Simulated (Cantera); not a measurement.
Input: 1 mol SiHCl3, 0.6 mol NH3, 0.19 mol H2, at 973.15 K and 12.0 Pa.

Equilibrium computed with Cantera from the NASA thermochemical tables; the gas is ideal and each condensed phase is pure. Candidate condensed phases: NH4Cl, Si, Si3N4; 28 gas species. The tables' values for SiCl3 are old estimates; treat these amounts as uncertain. Rates play no part.

**Question.** What is the equilibrium state?

**Answer.** 
```
Property                             Result
--------------------------------  ---------
x(H2)                                 0.464
x(HCl)                                0.320
x(SiCl4)                              0.211
x(SiCl3)                            0.00282
x(SiHCl3)                           0.00172
x(SiCl2)                            0.00108
x(N2)                              0.000235
x(SiH2Cl2)                          1.47e-6
n(Si3N4(s))                       0.150 mol
gas amount                        2.546 mol
log10 activity of Si(s) (absent)      -2.52
```
